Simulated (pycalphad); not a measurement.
An equivalent pycalphad script:

```python
from pycalphad import Database, equilibrium, calculate, variables as v
import numpy as np
db = Database('COST507.tdb')
comps = ['SI', 'AL', 'VA']
phases = ['DIAMOND_A4', 'FCC_A1', 'LIQUID']
eq = equilibrium(db, comps, phases, {v.X('AL'): 0.2961, v.T: np.arange(1850, 499, -50), v.P: 101325, v.N: 1}, output=['HM', 'SM'])
```

Computed with pycalphad from the COST 507 light-alloy database (1999), at 1 atm. The data set is of 1999 and partly superseded. Phase fractions are per mole of atoms.

Results at three of the temperatures:

```
T = 1300.00 K, P = 101325 Pa, N = 1 mol of atoms
G = -54665 J/mol, H = 41105 J/mol, S = 73.67 J/(mol K)  (SER reference)
chemical potentials (J/mol): Si -45678, Al -76027
phase             fraction      x(Si)      x(Al)
LIQUID              0.5546     0.4662     0.5338
DIAMOND_A4          0.4454     0.9999   6.31e-05
```

```
T = 1150.00 K, P = 101325 Pa, N = 1 mol of atoms
G = -44211 J/mol, H = 31689 J/mol, S = 66.00 J/(mol K)  (SER reference)
chemical potentials (J/mol): Si -37765, Al -59532
phase             fraction      x(Si)      x(Al)
DIAMOND_A4          0.5541     1.0000   2.59e-05
LIQUID              0.4459     0.3360     0.6640
```

```
T = 850.00 K, P = 101325 Pa, N = 1 mol of atoms
G = -26401 J/mol, H = 13953 J/mol, S = 47.48 J/(mol K)  (SER reference)
chemical potentials (J/mol): Si -23592, Al -33077
phase             fraction      x(Si)      x(Al)
DIAMOND_A4          0.6994     1.0000   8.94e-07
FCC_A1              0.3006     0.0149     0.9851
```

Changes of the phase set, refined by bisection:

```
T (K)          phases above         phases below
------  -------------------  -------------------
1516.5               LIQUID  DIAMOND_A4 + LIQUID
850.1   DIAMOND_A4 + LIQUID  DIAMOND_A4 + FCC_A1
```

FCC_A1 is fcc; DIAMOND_A4 is diamond (Si).
